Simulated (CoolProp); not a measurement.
1000 sccm (0 °C, 1 atm) of nitrogen bubbles through liquid m-xylene at 303.8 K and leaves saturated at a total pressure of 0.00724 MPa (ideal gas phase). Each further row changes one setting.

Model: reference Helmholtz-energy equation of state, Zhou 2012, in CoolProp.

| case | vapour pressure (kPa) | mole fraction of vapour | delivery (mg/min) | delivery (sccm) | change of delivery for a bath 1 K warmer (%) |
|---|---|---|---|---|---|
| as stated | 1.54 | 0.212 | 1280 | 270 | 7.3 |
| bath temperature 308.8 K | 2.02 | 0.279 | 1830 | 386 | 7.7 |
| total pressure 0.0145 MPa | 1.54 | 0.106 | 562 | 119 | 6.4 |
